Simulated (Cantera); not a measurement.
Input: 1 mol MgCO₃, 9.6 mol O₂, held at 1000 °C and 13.3 mbar.

Equilibrium computed with Cantera from the NASA thermochemical tables; the gas is ideal and each condensed phase is pure. Candidate condensed phases: C, Mg, MgCO₃, MgO; 15 gas species. Equilibrium is a limit: real reactors are often held back by kinetics, nucleation or transport.

Base state: O₂ 0.906, CO₂ 0.0943 (mole fractions); condensed: MgO(s).

Problem. What changes in the equilibrium state with this change: 0.41 mol CH₄ added?

Solution. 
| species | before | after |
|---|---|---|
| O₂ | 0.906 | 0.797 |
| CO₂ | 0.0943 | 0.128 |
| H₂O | 0 | 0.0745 |
| OH | 0 | 2.71e-5 |
| MgO(s), mol | 1.00 | 1.00 |
Further candidate phases: C₆H₆, C₇H₈, C₈H₁₈, H₂O, Mg(OH)₂.
